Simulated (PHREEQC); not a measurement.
Na2CO3 is added in steps, without added water, to 1 kg of water holding 0.17 mol NaHCO3 and 0.096 mol Na2SO4, at 25 °C. Oxygen alone is held at its pressure in air (log pO2 = -0.68). No CO2 enters from the air. Solids allowed: Mirabilite, Nahcolite, Natron. Others were left out.

Base run: PHREEQC, ion-association model, wateq4f.dat. Each further column changes one thing. The table gives CO3-2 (mol/kgw).

```
Na2CO3 added (mol)     base  database phreeqc.dat  metal-ligand complexes left out  database pitzer.dat  Debye-Hückel limiting law
------------------  -------  --------------------  -------------------------------  -------------------  -------------------------
0                   0.00133               0.00134                          0.00232              0.00266                    0.00309
0.0063              0.00308               0.00312                          0.00709              0.00731                    0.00650
0.0126              0.00526               0.00535                           0.0130               0.0132                     0.0109
0.02205             0.00868               0.00885                           0.0223               0.0224                     0.0181
0.02835              0.0109                0.0112                           0.0285               0.0286                     0.0231
0.03465              0.0132                0.0135                           0.0348               0.0348                     0.0281
0.04095              0.0154                0.0157                           0.0411               0.0411                     0.0333
0.0504               0.0186                0.0191                           0.0505               0.0505                     0.0411
0.0567               0.0207                0.0213                           0.0568               0.0568                     0.0464
0.063                0.0228                0.0235                           0.0631               0.0631                     0.0518
```

 pitzer.dat has no redox and few complexes: it carries them in its interaction parameters. phreeqc.dat and wateq4f.dat share most of their constants, so their agreement is no independent check. Solids allowed in the column 'database pitzer.dat': Burkeite, Mirabilite, Nahcolite, Natron, Thenardite, Trona.
